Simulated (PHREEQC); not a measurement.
Consider water at 20 °C with 0.012 mol CaSO4, 0.002 mol CO2 and 0.001 mol H4SiO4 per kg of water. Closed to the air; pH follows from the charge balance.

All values are PHREEQC results (Pitzer model, pitzer.dat), not measurements.

Problem. The ionic strength comes out as 0.0480 mol/kgw. What activity coefficients do SO4-2, HSO4-, H+, Ca+2, HCO3- get?

Solution. SO4-2 0.35, HSO4- 0.83, H+ 0.83, Ca+2 0.38, HCO3- 0.85. Single-ion values are on the MacInnes scale.

No solid was allowed to form.
